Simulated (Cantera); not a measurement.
An adiabatic, constant-volume homogeneous reactor starts with 11.0 % CO, 14.3 % H2, 1.21 % CH4, 8.85 % O2, 64.6 % N2, 0.101 % H2O, at 1475 K and 29.0 bar.

Model: GRI-Mech 3.0 (53 species, 325 reactions), integrated in Cantera. The pressure lies above the range GRI-Mech 3.0 was tuned for (to about 10 atm).

Task: Predict: time of steepest temperature rise; temperature at 2.00 s; equilibrium temperature; x(CO) at 2.00 s; x(H2) at 2.00 s; x(N2O) at 2.00 s; x(HO2) at 2.00 s.

Result: 
- time of steepest temperature rise: 2.55 µs
- temperature at 2.00 s: 2861 K
- equilibrium temperature: 2861 K
- x(CO) at 2.00 s: 0.0903 (gas-phase equilibrium 0.0903)
- x(H2) at 2.00 s: 0.0429 (gas-phase equilibrium 0.0429)
- x(N2O) at 2.00 s: 3.69e-7 (gas-phase equilibrium 3.69e-7)
- x(HO2) at 2.00 s: 4.19e-7 (gas-phase equilibrium 4.19e-7)
